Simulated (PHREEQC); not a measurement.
Solution (25 °C): 0.0055 mol/kgw FeCl3. It is in equilibrium with CO2 at log p = -3.4 (atm). Otherwise closed; pH follows from the charge balance.

The numbers come from PHREEQC with the ion-association model, wateq4f.dat.

```tsv
quantity	before	after
pH	2.51	2.52
ionic strength (mol/kgw)	0.0270	0.0360
HCO3- (mol/kgw)	2.28e-9	2.33e-9
```

Task: What was changed between the two runs?
(A) FeCl3 from 0.0055 to 0.00275 mol/kgw
(B) 0.004 mol/kgw Cd(NO3)2 added
(C) FeCl3 replaced by HCl at the same molality
(D) FeCl3 replaced by (CH3)4NCl at the same molality

Result: B, 0.004 mol/kgw Cd(NO3)2 added

This is a speciation only: nothing precipitates in the calculation. Some of these states are supersaturated (in Hematite (slow to form), Goethite (slow to form), for instance).
